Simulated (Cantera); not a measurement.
SiO2 + F2 (oxide etching and cleaning by halides)

Feed: 1 mol SiO2, a varied amount of F2, at 1377 °C and 10000 Pa.

These are equilibrium values from Cantera (NASA tables, ideal gas, pure condensed phases), not measurements of a reactor. Candidate condensed phases: Si, SiO2; 17 gas species. The tables hold silica as quartz up to 1696 K and as liquid above; real silica turns to tridymite and cristobalite and melts near 1996 K. Kinetics and transport are ignored.

From 0.52 mol F2 to 1.6 mol F2 the condensed part is SiO2(β-quartz). From 2.7 mol F2 to 14 mol F2 nothing is condensed. The main Si-bearing gas is SiF4 throughout.

| n(F2) (mol) | x F | x SiF4 | x O2 | x F2 | x O | x FO | x SiF3 | x FO2 | n SiO2(β-quartz) |
|---|---|---|---|---|---|---|---|---|---|
| 0.52 | 1.08e-5 | 0.500 | 0.500 | <1e-12 | 5.79e-5 | 8.63e-10 | 6.10e-6 | 1.62e-10 | 0.740 |
| 1.6 | 1.08e-5 | 0.500 | 0.500 | <1e-12 | 5.79e-5 | 8.63e-10 | 6.10e-6 | 1.62e-10 | 0.200 |
| 2.7 | 0.411 | 0.294 | 0.294 | 0.000670 | 4.44e-5 | 2.51e-5 | 9.48e-11 | 3.61e-6 | 0 |
| 3.8 | 0.641 | 0.179 | 0.179 | 0.00163 | 3.46e-5 | 3.05e-5 | 3.69e-11 | 3.42e-6 | 0 |
| 5 | 0.747 | 0.125 | 0.125 | 0.00222 | 2.90e-5 | 2.98e-5 | 2.22e-11 | 2.79e-6 | 0 |
| 6.1 | 0.801 | 0.0983 | 0.0983 | 0.00255 | 2.57e-5 | 2.83e-5 | 1.62e-11 | 2.35e-6 | 0 |
| 7.2 | 0.835 | 0.0809 | 0.0808 | 0.00277 | 2.33e-5 | 2.68e-5 | 1.28e-11 | 2.02e-6 | 0 |
| 8.3 | 0.860 | 0.0687 | 0.0687 | 0.00294 | 2.15e-5 | 2.54e-5 | 1.06e-11 | 1.76e-6 | 0 |
| 9.4 | 0.878 | 0.0597 | 0.0597 | 0.00306 | 2.00e-5 | 2.42e-5 | 9.00e-12 | 1.56e-6 | 0 |
| 10 | 0.885 | 0.0557 | 0.0557 | 0.00312 | 1.93e-5 | 2.35e-5 | 8.33e-12 | 1.47e-6 | 0 |
| 12 | 0.906 | 0.0456 | 0.0456 | 0.00326 | 1.75e-5 | 2.18e-5 | 6.66e-12 | 1.23e-6 | 0 |
| 13 | 0.913 | 0.0418 | 0.0418 | 0.00331 | 1.67e-5 | 2.10e-5 | 6.06e-12 | 1.14e-6 | 0 |
| 14 | 0.919 | 0.0386 | 0.0386 | 0.00336 | 1.61e-5 | 2.03e-5 | 5.55e-12 | 1.06e-6 | 0 |
x: gas mole fraction; n: condensed amount in mol.
